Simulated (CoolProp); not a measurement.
Vapour-liquid equilibrium of propylene (1) + R22 (2) at 0.00373 MPa; x and y are mole fractions of (1).

The numbers come from the multi-fluid Helmholtz-energy mixture model, Lemmon 2013 and Kamei 1995; pair parameters Bell 2016 in CoolProp.

**Question.** Give the bubble temperature and the first vapour's composition at x = 0.05, 0.2, 0.35. Is there an azeotrope?

**Answer.** x = 0.05: 178.8 K, y = 0.148; x = 0.2: 176.2 K, y = 0.413; x = 0.35: 174.7 K, y = 0.560. No azeotrope shows between x = 0.05 and 0.95.

The pair parameters rest on a limited set of measurements; away from them the model extrapolates.
